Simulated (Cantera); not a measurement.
Feed: 1 mol Si3N4, 81 mol HCl, 4.9 mol N2, equilibrated at 1398 K and 1.10 Pa.

Method: chemical equilibrium by Gibbs-energy minimisation in Cantera with the NASA 1993 tables (ideal gas, pure condensed phases). Candidate condensed phases: NH4Cl, Si, Si3N4; 28 gas species. The tables' values for SiCl3 are old estimates; treat these amounts as uncertain. The numbers say what is thermodynamically allowed, not how fast it happens.

Base state: HCl 0.844, N2 0.0784, H2 0.0383, SiCl2 0.0312, Cl 0.00507, SiCl3 0.00225, SiCl4 0.000693, H 0.000279 (mole fractions); condensed: gas only.

Problem. What changes in the equilibrium state with this change: pressure from 1.10 Pa to 1.33 mbar?

Solution. 
| species | before | after |
|---|---|---|
| HCl | 0.844 | 0.828 |
| N2 | 0.0784 | 0.0802 |
| H2 | 0.0383 | 0.0563 |
| SiCl2 | 0.0312 | 0.0102 |
| SiCl4 | 0.000693 | 0.0180 |
| SiHCl3 | 2.21e-6 | 8.60e-5 |
| Cl | 0.00507 | 0.000373 |
| H | 0.000279 | 3.08e-5 |
